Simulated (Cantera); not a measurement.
A perfectly stirred reactor is fed with 5.24 % CH₄, 0.576 % C₂H₆, 19.8 % O₂, 74.3 % N₂, equivalence ratio 0.63, at 4.80 bar; it is adiabatic with a 598 K inlet, and is followed from long to short residence time, starting on the burning branch (τ in s: 0.36, 0.12, 0.043, 0.015, 0.0052, 0.0018, 0.00063, 0.00022, 7.6e-05, 2.6e-05).

Cantera simulation using GRI-Mech 3.0 (53 species, 325 reactions); the numbers are that mechanism's predictions, not measurements.

One state of this run: T (K) = 1949; x CH₄ = 2.40e-5; x C₂H₆ = 5.68e-7; x O₂ = 0.0733; x HO₂ = 4.24e-6; x H₂O₂ = 2.26e-7. x: mole fraction; the columns are a selection and need not sum to one.

**Question.** Which value of τ (s) does it belong to?
(A) 0.0052
(B) 0.0018
(C) 7.6e-5
(D) 0.00063

**Answer.** A, 0.0052
